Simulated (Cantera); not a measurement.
What does this Cantera script print?

```python
import numpy as np
import cantera as ct

gas_names = """
    C CH CH2 CH3 CH2OH CH3O CH4 CH3OH CO CO2 COOH C2 C2H CHCO,ketyl C2H2,acetylene C2H2,vinylidene
    CH2CO,ketene C2H3,vinyl CH3CO,acetyl C2H4 C2H4O,ethylen CH3CHO,ethanal CH3COOH (HCOOH)2 C2H5 C2H6
    CH3OCH3 C2H5OH C2O C3 C3H3,propargyl C3H4,allene C3H4,propyne C3H4,cyclo- C3H5,allyl C3H6,propylene
    C3H6,cyclo- C3H6O C3H7,n-propyl C3H7,i-propyl C3H8 C3H8O,1propanol C3H8O,2propanol C3O2 C4 C4H2
    C4H4,1,3-cyclo- C4H6,butadiene C4H6,2-butyne C4H6,cyclo- C4H8,1-butene C4H8,cis2-buten
    C4H8,tr2-butene C4H8,isobutene C4H8,cyclo- (CH3COOH)2 C4H9,n-butyl C4H9,i-butyl C4H9,s-butyl
    C4H9,t-butyl C4H10,isobutane C4H10,n-butane C5 C5H6,1,3cyclo- C5H8,cyclo- C5H10,1-pentene
    C5H10,cyclo- C5H11,pentyl C5H11,t-pentyl C5H12,n-pentane C5H12,i-pentane CH3C(CH3)2CH3 C6H2
    C6H5,phenyl C6H5O,phenoxy C6H6 C6H5OH,phenol C6H10,cyclo- C6H12,1-hexene C6H12,cyclo- C6H13,n-hexyl
    C7H7,benzyl C7H8 C7H8O,cresol C7H14,1-heptene C7H15,n-heptyl C7H16,n-heptane C8H8,styrene
    C8H10,ethylbenz C8H16,1-octene C8H17,n-octyl C8H18,isooctane C8H18,n-octane C9H19,n-nonyl
    C10H8,naphthale C10H21,n-decyl C12H9,o-bipheny C12H10,bipheny H HCO HO2 H2 HCHO,formaldehy HCOOH H2O
    H2O2 O OH O2 O3 Si SiC SiC2 SiC4H12 SiH SiH2 SiH3 SiH4 SiO SiO2 Si2 Si2C Si3
""".split()
cond_names = """
    C(gr) C6H6(L) C7H8(L) C8H18(L),n-octa H2O(s) H2O(L) Si(cr) Si(L) SiC(b) SiO2(Lqz) SiO2(hqz) SiO2(L)
""".split()


def load(file, names, dense=False):
    # The tables refer to 1 bar. Condensed volumes are neglected.
    table = {s.name: s for s in ct.Species.list_from_file(file)}
    out = []
    for n in names:
        d = dict(table[n].input_data)
        d["thermo"] = dict(d["thermo"], **{"reference-pressure": 1e5})
        if dense:
            d["equation-of-state"] = {"model": "constant-volume", "density": "1e6 g/cm^3"}
        out.append(ct.Species.from_dict(d))
    return out


gas = ct.Solution(thermo="ideal-gas", species=load("nasa_gas.yaml", gas_names))
cond = {s.name: ct.Solution(thermo="fixed-stoichiometry", species=[s], name=s.name)
        for s in load("nasa_condensed.yaml", cond_names, dense=True)}
atoms = {
    'Si2H6': {'Si': 2, 'H': 6},
    'CO2': {'C': 1, 'O': 2},
}
top_T = {'C(gr)': 4500, 'SiC(b)': 3050}  # K; cautious upper limits of use, not melting points


def equilibrate(T, P, feed):
    n = {}
    for name, mol in feed.items():
        for a, k in atoms[name].items():
            n[a] = n.get(a, 0.0) + k * mol
    gas.TPX = T, P, n
    mass = sum(n.values()) * gas.mean_molecular_weight
    gas.equilibrate("TP")
    valid = [c for c in cond.values() if c.min_temp <= T <= top_T.get(c.name, c.max_temp)]
    mix = ct.Mixture([(gas, mass / gas.mean_molecular_weight)] + [(c, 0.0) for c in valid])
    mix.T, mix.P = T, P
    mix.equilibrate("TP", solver="vcs", rtol=1e-11, max_steps=5000)
    return mix


results = []
feed = {'Si2H6': 1, 'CO2': 19}  # mol
P = 13332.2  # Pa
for T in [550, 600, 650, 700, 750, 800, 850]:
    mix = equilibrate(T, P, feed)
    results.append((T, P, feed, dict(zip(mix.species_names, mix.species_moles))))

top = {s: max(r[3][s] / sum(r[3][g] for g in gas_names) for r in results) for s in gas_names}
cols = sorted((s for s in top if top[s] > 0.0001), key=lambda s: -top[s])[:7]
seen = [c for c in cond_names if any(r[3].get(c, 0) > 1e-12 for r in results)]
print("log10 of partial pressures in bar; condensed amounts in mol")
print(f"{'T/K':>10s}" + "".join(f"{s[:9]:>10s}" for s in cols + seen))
for T, P, feed, n in results:
    ng = sum(n[g] for g in gas_names)
    print(f"{T:10.4g}" + "".join(f"{np.log10(max(n[s] / ng * P / 1e5, 1e-99)):10.3f}" for s in cols)
          + "".join(f"{n.get(c, 0):10.4g}" for c in seen))
```

Result:

```
log10 of partial pressures in bar; condensed amounts in mol
       T/K       CO2        CO       H2O        H2       CH4     C(gr) SiO2(Lqz) SiO2(hqz)
       550    -0.951    -4.042    -1.702    -3.032    -3.438     3.327         2         0
       600    -0.951    -3.356    -1.732    -2.685    -3.395     3.212         2         0
       650    -0.955    -2.777    -1.782    -2.412    -3.408     2.996         2         0
       700    -0.967    -2.286    -1.860    -2.205    -3.481     2.578         2         0
       750    -0.999    -1.872    -1.973    -2.060    -3.616     1.752         2         0
       800    -1.067    -1.531    -2.133    -1.971    -3.814     0.171         2         0
       850    -1.083    -1.489    -2.083    -2.004    -4.776         0         0         2
```

These are equilibrium values from Cantera (NASA tables, ideal gas, pure condensed phases), not measurements of a reactor. The feed counts by its element totals alone.
